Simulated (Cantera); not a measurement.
Cantera run, input and output.

```python
import numpy as np
import cantera as ct

gas = ct.Solution("gri30.yaml")


def delay(T, t_max=10):
    gas.TPX = T, 500000, {'CH4': 1, 'O2': 1.67, 'N2': 6.83}
    reactor = ct.IdealGasReactor(gas, clone=False)
    net = ct.ReactorNet([reactor])
    net.rtol, net.atol = 1e-8, 1e-16
    while net.time < t_max:
        t_old, T_old = net.time, reactor.T
        net.step()
        if reactor.T > T + 400:  # ignition: a rise of 400 K
            return t_old + (T + 400 - T_old) / (reactor.T - T_old) * (net.time - t_old)
    return np.nan


taus = []
for T in [1298, 1373, 1448, 1523, 1598, 1673, 1748, 1823, 1898, 1973]:
    taus.append(delay(T))
    print(f"T0 = {T:6g} K   tau = {taus[-1]:.4e} s")
```

Output:

```
T0 =   1298 K   tau = 3.3258e-03 s
T0 =   1373 K   tau = 1.4007e-03 s
T0 =   1448 K   tau = 6.2138e-04 s
T0 =   1523 K   tau = 2.8972e-04 s
T0 =   1598 K   tau = 1.4240e-04 s
T0 =   1673 K   tau = 7.4162e-05 s
T0 =   1748 K   tau = 4.1056e-05 s
T0 =   1823 K   tau = 2.4134e-05 s
T0 =   1898 K   tau = 1.4994e-05 s
T0 =   1973 K   tau = 9.7824e-06 s
```

Computed with Cantera and GRI-Mech 3.0 (53 species, 325 reactions).
